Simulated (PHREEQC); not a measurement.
A solution holds 0.12 mol CuCl2 per kg of water, at 20 °C. Closed to the air; pH follows from the charge balance.

The numbers come from PHREEQC with the ion-association model, phreeqc.dat.

Each row changes one thing in this solution. Precipitation was switched off in this run.

```tsv
case	pH	ionic strength (mol/kgw)	Cl- (mol/kgw)	Cu+2 (mol/kgw)	CuCl+ (mol/kgw)	CuCl2 (mol/kgw)
as made	4.28	0.330	0.225	0.105	0.0141	0.000692
temperature from 20 to 15 °C	4.34	0.336	0.228	0.108	0.0114	0.000535
CuCl2 from 0.12 to 0.24 mol/kgw	4.17	0.627	0.432	0.195	0.0418	0.00322
temperature from 20 to 5 °C	?	0.345	0.232	?	0.00707	0.000302
```

Problem. Fill in the missing entries.

Solution. 
- temperature from 20 to 5 °C, pH: 4.46
- temperature from 20 to 5 °C, Cu+2 (mol/kgw): 0.113

Constants without temperature data keep their 25 °C values here.
